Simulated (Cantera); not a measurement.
A freely propagating, adiabatic, planar premixed flame of CH4 : O2 : N2 : CO2 = 1 : 1.54 : 5.78 : 0.2 (molar parts), equivalence ratio 1.3, unburnt at 300 K and 5.00 bar; mixture-averaged transport, grid criteria slope 0.08 and curve 0.16, no radiation.

Cantera simulation using GRI-Mech 3.0 (53 species, 325 reactions); the numbers are that mechanism's predictions, not measurements. Burning velocities carry a grid error of a few per cent, more on coarse grids.

Question: Predict: laminar burning velocity; thermal thickness; peak x(C2H); peak x(CO); peak x(OH).

Answer: 
| Quantity | Result |
|---|---|
| laminar burning velocity | 7.57 cm/s |
| thermal thickness | 0.359 mm |
| peak x(C2H) | 3.23e-7 |
| peak x(CO) | 0.0645 |
| peak x(OH) | 0.000292 |
